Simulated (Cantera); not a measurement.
Input: 1 mol NH3, 0.098 mol SO2, held at 3225 K and 1000 Pa.

Cantera equilibrium calculation (NASA polynomials, part measured and part estimated; ideal gas, pure solids and liquids). Candidate condensed phases: H2O, H2SO4, S; 35 gas species. Equilibrium is a limit: real reactors are often held back by kinetics, nucleation or transport.

Base state: H 0.721, N2 0.140, H2 0.0576, O 0.0445, S 0.0253, OH 0.00595, SO 0.00171, H2O 0.00122 (mole fractions); condensed: gas only.

Task: What changes in the equilibrium state with this change: NH3 replaced by H2S?

Result: 
```json
[
 {"species": "H", "before": "0.721", "after": "0.568"},
 {"species": "S", "before": "0.0253", "after": "0.323"},
 {"species": "O", "before": "0.0445", "after": "0.0389"},
 {"species": "N2", "before": "0.140", "after": "0"},
 {"species": "SO", "before": "0.00171", "after": "0.0190"},
 {"species": "H2", "before": "0.0576", "after": "0.0358"},
 {"species": "NO", "before": "0.00109", "after": "0"},
 {"species": "N", "before": "0.000201", "after": "0"}
]
```
